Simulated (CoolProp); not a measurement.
Vapour-liquid equilibrium of p-xylene (1) + n-undecane (2) at 464.3 K; x and y are mole fractions of (1).

Computed with CoolProp (multi-fluid Helmholtz-energy mixture model, Zhou 2012 and Aleksandrov 2011; pair parameters Bell 2016).

Task: Give the bubble pressure and the first vapour's composition at x = 0.35, 0.75, 0.85. Is there an azeotrope?

Result: x = 0.35: 0.1723 MPa, y = 0.642; x = 0.75: 0.2767 MPa, y = 0.911; x = 0.85: 0.3043 MPa, y = 0.951. No azeotrope shows between x = 0.05 and 0.95.

The pair parameters rest on a limited set of measurements; away from them the model extrapolates.
